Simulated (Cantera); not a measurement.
Charge: 1 mol Si, 2.3 mol Cl₂, at 0.190 bar.

These are equilibrium values from Cantera (NASA tables, ideal gas, pure condensed phases), not measurements of a reactor. Candidate condensed phases: Si; 9 gas species. Rates play no part. All values below are at 752 °C.

Base state: SiCl₄ 0.769, Cl₂ 0.230, Cl 0.000616 (mole fractions); condensed: gas only.

What changes in the equilibrium state with this change: 0.019 mol NH₃ added?


```tsv
species	before	after
SiCl₄	0.769	0.747
Cl₂	0.230	0.203
HCl	0	0.0426
N₂	0	0.00710
Cl	0.000616	0.000578
```
Further candidate phases: NH₄Cl, Si₃N₄.
